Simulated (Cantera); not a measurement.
## Gas-phase reforming

An isothermal, constant-pressure homogeneous reactor starts with CH4 : H2O : H2 = 1 : 0.52 : 0.12 (molar parts), at 1300 K and 3.16 atm.

Detailed kinetics in Cantera: GRI-Mech 3.0 (53 species, 325 reactions). GRI-Mech 3.0 stops at C3 and has no aromatics, soot or wall deposition, so with more carbon than oxygen in the feed, carbon stays in small species such as C2H2 where larger ones or solid carbon would form.

```
t (s)     x CH4  x H2O    x H2  x H2O2    x C2H2     x C2H      x OH
--------  -----  -----  ------  ------  --------  --------  --------
7.00e-6   0.610  0.317  0.0732  <1e-12    <1e-12    <1e-12  3.84e-11
3.05e-5   0.610  0.317  0.0732  <1e-12    <1e-12    <1e-12  1.60e-10
0.000133  0.610  0.317  0.0732  <1e-12    <1e-12    <1e-12  6.67e-10
0.000581  0.610  0.317  0.0732  <1e-12  7.23e-12    <1e-12   1.82e-9
0.00253   0.610  0.317  0.0732  <1e-12  5.91e-10    <1e-12   2.05e-9
0.0111    0.610  0.317  0.0733  <1e-12   2.77e-8    <1e-12   2.22e-9
0.0482    0.609  0.317  0.0736  <1e-12   1.85e-6    <1e-12   2.69e-9
0.210     0.606  0.317  0.0758  <1e-12  0.000105    <1e-12   3.10e-9
0.917     0.592  0.314  0.0872  <1e-12   0.00197    <1e-12   3.14e-9
4.00      0.537  0.306   0.132  <1e-12    0.0106  4.07e-12   3.41e-9
```
x: mole fraction; the columns are a selection and need not sum to one.

Equilibrium at this temperature and pressure: CH4 0.178, H2O 0.000193, H2 0.628, H2O2 <1e-12, C2H2 0.000119, C2H <1e-12, OH 1.98e-12 (gas phase only).
